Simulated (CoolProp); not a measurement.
The numbers come from the reference Helmholtz-energy equation of state, Lemmon 2006 in CoolProp. It is a short technical equation, of lower accuracy than the large ones.

### Question
For CH3F (R41), give the phase and the cp (kJ/(kg K)), cv (kJ/(kg K)), speed of sound (m/s), expansivity (1/kK) at 151.85 °C and 295 bar.

### Answer
- 151.85 °C and 295 bar: supercritical; cp 2.46, cv 1.31, speed of sound 446, expansivity 5.08
